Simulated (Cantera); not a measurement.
Cantera run:

```python
import numpy as np
import cantera as ct

gas_names = """
    CL CL2 H HCL H2 Si SiCL SiCL2 SiCL3 SiCL4 SiH SiHCL3 SiH2 SiH2CL2 SiH3 SiH3CL SiH4 Si2 Si3
""".split()
cond_names = """
    Si(cr) Si(L)
""".split()


# ... load() reads the species with a 1 bar reference pressure and builds the phases ...
atoms = {
    'SiH2Cl2': {'Si': 1, 'H': 2, 'CL': 2},
    'H2': {'H': 2},
}
top_T = {}  # K; cautious upper limits of use, not melting points


# ... equilibrate(T, P, feed) seeds the gas with the atoms and calls Mixture.equilibrate('TP', solver="vcs", rtol=1e-11, max_steps=5000) ...
results = []
feed = {'SiH2Cl2': 1, 'H2': 1100}  # mol
T = 2225  # K
P = 1600  # Pa
mix = equilibrate(T, P, feed)
results.append((T, P, feed, dict(zip(mix.species_names, mix.species_moles))))
x = sorted(zip(gas.X, gas.species_names), reverse=True)
print(f"T = {T:g} K  P = {P:g} Pa  gas = {mix.phase_moles(0):.4g} mol")
print("   x: " + "  ".join(f"{s} {v:.3e}" for v, s in x if v > 0.001))
print("   condensed (mol): " + ("  ".join(f"{mix.phase(i).name} {mix.phase_moles(i):.4g}"
      for i in range(1, mix.n_phases) if mix.phase_moles(i) > 1e-12) or "none"))
```

Result:

```
T = 2225 K  P = 1600 Pa  gas = 1131 mol
   x: H2 9.475e-01  H 4.985e-02  HCL 1.701e-03
   condensed (mol): none
```

These are equilibrium values from Cantera (NASA tables, ideal gas, pure condensed phases), not measurements of a reactor.
